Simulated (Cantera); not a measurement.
A perfectly stirred reactor is fed with CH4 : O2 : N2 : H2 = 1 : 1.67 : 6.27 : 0.016 (molar parts), at 10.0 bar; it is adiabatic with a 498 K inlet, and is followed from long to short residence time, starting on the burning branch (τ in s: 0.044, 0.023, 0.012, 0.0061, 0.0031, 0.0016, 0.00084, 0.00043, 0.00022, 0.00012, 5.9e-05, 3.1e-05, 1.6e-05).

Cantera simulation using GRI-Mech 3.0 (53 species, 325 reactions); the numbers are that mechanism's predictions, not measurements.

x: mole fraction; the columns are a selection and need not sum to one.

```csv
τ (s),T (K),x CH4,x O2,x C2H6,x HCN,x CH2CO
0.044,2279,2.03e-5,6.36e-5,2.74e-10,1.82e-6,3.53e-8
0.023,2278,3.28e-5,9.74e-5,7.84e-10,3.24e-6,6.50e-8
0.012,2276,5.07e-5,0.000154,2.10e-9,5.53e-6,1.18e-7
0.0061,2273,7.64e-5,0.000250,5.43e-9,9.18e-6,2.16e-7
0.0031,2270,___,___,___,___,___
0.0016,2264,0.000158,0.000651,2.96e-8,2.15e-5,6.76e-7
0.00084,2257,0.000221,0.00103,6.36e-8,3.06e-5,1.15e-6
0.00043,2246,0.000320,0.00166,1.42e-7,4.23e-5,1.99e-6
0.00022,2230,0.000487,0.00273,3.41e-7,5.63e-5,3.60e-6
0.00012,2208,0.000775,0.00442,8.77e-7,6.89e-5,6.76e-6
5.9e-5,2157,___,___,___,7.04e-5,___
3.1e-5,498,0.112,0.186,<1e-12,<1e-12,<1e-12
1.6e-5,498,0.112,0.186,<1e-12,<1e-12,<1e-12
```

Question: Complete the blanks.

Answer: 
- 0.0031, x CH4: 0.000111
- 0.0031, x O2: 0.000406
- 0.0031, x C2H6: 1.31e-8
- 0.0031, x HCN: 1.45e-5
- 0.0031, x CH2CO: 3.89e-7
- 5.9e-5, x CH4: 0.00171
- 5.9e-5, x O2: 0.00902
- 5.9e-5, x C2H6: 4.45e-6
- 5.9e-5, x CH2CO: 1.98e-5
